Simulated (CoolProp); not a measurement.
Saturation properties of sulfur hexafluoride.

Values from CoolProp's reference Helmholtz-energy equation of state, Guder 2009.

| T (K) | p (bar) | liquid density (kg/m³) | liquid conductivity (mW/(m K)) |
|---|---|---|---|
| 245.1 | 5.270 | 1733 | ___ |
| 250 | 6.220 | 1705 | 69.1 |
| 255 | 7.315 | ___ | 67.5 |
| 259.9 | ___ | 1646 | 66.0 |
| 264.9 | 9.896 | 1614 | 64.4 |
| 269.8 | 11.40 | 1582 | 62.8 |
| 274.7 | 13.06 | 1547 | 61.2 |
| 279.7 | 14.94 | 1509 | ___ |
| 284.6 | 16.96 | 1470 | 57.8 |
| 289.6 | 19.23 | 1426 | 56.0 |

Problem. Some entries are withheld; supply them.

Solution. 
- 245.1, liquid conductivity (mW/(m K)): 70.5
- 255, liquid density (kg/m³): 1676
- 259.9, p (bar): 8.520
- 279.7, liquid conductivity (mW/(m K)): 59.5

Thermal conductivity comes from a separate model (Assael 2012).
